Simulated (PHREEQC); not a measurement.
Solution (25 °C): 1.5 mmol/kgw HNO3, 0.08 mmol/kgw Fe(NO3)3, 100 mmol/kgw KH2PO4 and 90 mmol/kgw H3PO4. Closed to the air; pH follows from the charge balance.

Model: ion-association model, wateq4f.dat, run in PHREEQC.

**Question.** The ionic strength comes out as 0.109 mol/kgw. What activity coefficients do NO3-, K+, FeH2PO4+2, H+, H2PO4- get?

**Answer.** NO3- 0.75, K+ 0.76, FeH2PO4+2 0.38, H+ 0.82, H2PO4- 0.78.

This is a speciation only: nothing precipitates in the calculation. The solution is supersaturated, for example in Strengite, so a real one may precipitate; this is no full list. H3PO4, which wateq4f.dat lacks, is added to it with the constant of phreeqc.dat.
